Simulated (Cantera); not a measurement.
A closed system holds: 1 mol BF₃, 30 mol N₂, 6.2 mol NH₃, equilibrated at 1250 °C and 75.0 Torr.

Equilibrium computed with Cantera from the NASA thermochemical tables; the gas is ideal and each condensed phase is pure. Candidate condensed phases: B, BN; 31 gas species. The tables' values for BF₂ are old estimates; treat these amounts as uncertain. Rates play no part.

Base state: N₂ 0.761, H₂ 0.208, BF₃ 0.0187, HF 0.0121, BHF₂ 0.000284, BF₂ 0.000162, H 3.33e-5 (mole fractions); condensed: BN(s).

**Question.** What changes in the equilibrium state with this change: N₂ from 30 to 0.75 mol?

**Answer.** 
```
species       before     after
----------  --------  --------
H₂             0.208     0.643
N₂             0.761     0.268
BF₃           0.0187    0.0607
HF            0.0121    0.0265
BHF₂        0.000284   0.00130
BF₂         0.000162  0.000424
H            3.33e-5   5.86e-5
BN(s), mol     0.169     0.117
```

**Question.** What changes in the equilibrium state with this change: NH₃ from 6.2 to 2.1 mol?

**Answer.** 
| species | before | after |
|---|---|---|
| N₂ | 0.761 | 0.881 |
| H₂ | 0.208 | 0.0850 |
| BF₃ | 0.0187 | 0.0252 |
| HF | 0.0121 | 0.00878 |
| H | 3.33e-5 | 2.13e-5 |
| BHF₂ | 0.000284 | 0.000216 |
| BF₂ | 0.000162 | 0.000193 |
| BN(s), mol | 0.169 | 0.0981 |
